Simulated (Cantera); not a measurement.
Si + HCl + H2 + Cl2 (chlorosilane synthesis and conversion)

Feed: 1 mol Si, 1.9 mol HCl, 0.54 mol H2, 0.68 mol Cl2, held at 50000 Pa.

Cantera equilibrium calculation (NASA polynomials, part measured and part estimated; ideal gas, pure solids and liquids). Candidate condensed phases: Si; 19 gas species. The tables' values for SiCl3 are old estimates; treat these amounts as uncertain. Rates play no part.

From 800 K to 1050 K the condensed part is Si(s). The main Si-bearing gas is SiCl4 throughout. The share of Si in condensed phases is highest at 1050 K (14.3 %) and lowest at 800 K (13.1 %).

```tsv
T (K)	log p H2	log p SiCl4	log p SiHCl3	log p HCl	log p SiCl3	log p SiH2Cl2	log p SiCl2	log p SiH3Cl	n Si(s)
800	-0.51	-0.84	-1.34	-3.06	-4.24	-2.93	-5.59	-5.16	0.131
825	-0.51	-0.84	-1.34	-2.92	-4.03	-2.92	-5.28	-5.13	0.132
850	-0.51	-0.84	-1.34	-2.79	-3.83	-2.91	-4.98	-5.10	0.133
875	-0.51	-0.84	-1.35	-2.66	-3.65	-2.90	-4.70	-5.07	0.134
900	-0.52	-0.84	-1.35	-2.54	-3.48	-2.89	-4.44	-5.05	0.135
925	-0.52	-0.84	-1.36	-2.43	-3.31	-2.89	-4.19	-5.03	0.136
950	-0.52	-0.84	-1.36	-2.33	-3.16	-2.88	-3.96	-5.01	0.137
975	-0.52	-0.84	-1.37	-2.23	-3.01	-2.88	-3.73	-4.99	0.139
1000	-0.52	-0.84	-1.37	-2.14	-2.87	-2.88	-3.52	-4.97	0.140
1025	-0.52	-0.84	-1.38	-2.05	-2.74	-2.87	-3.32	-4.95	0.142
1050	-0.52	-0.84	-1.39	-1.96	-2.62	-2.87	-3.14	-4.94	0.143
```
log p: log10 of the partial pressure in bar; n: condensed amount in mol.
